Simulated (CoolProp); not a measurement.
Vapour-liquid equilibrium of R134a (1) + R245fa (2) at 328.6 K; x and y are mole fractions of (1).

Computed with CoolProp (multi-fluid Helmholtz-energy mixture model, Tillner-Roth 1994 and Akasaka 2015; pair parameters Akasaka 2014).

Question: Give the bubble pressure and the first vapour's composition at x = 0.35, 0.575, 0.95. Is there an azeotrope?

Answer: x = 0.35: 7.569 bar, y = 0.610; x = 0.575: 9.959 bar, y = 0.789; x = 0.95: 14.42 bar, y = 0.980. No azeotrope shows between x = 0.05 and 0.95.

The pair parameters rest on a limited set of measurements; away from them the model extrapolates.
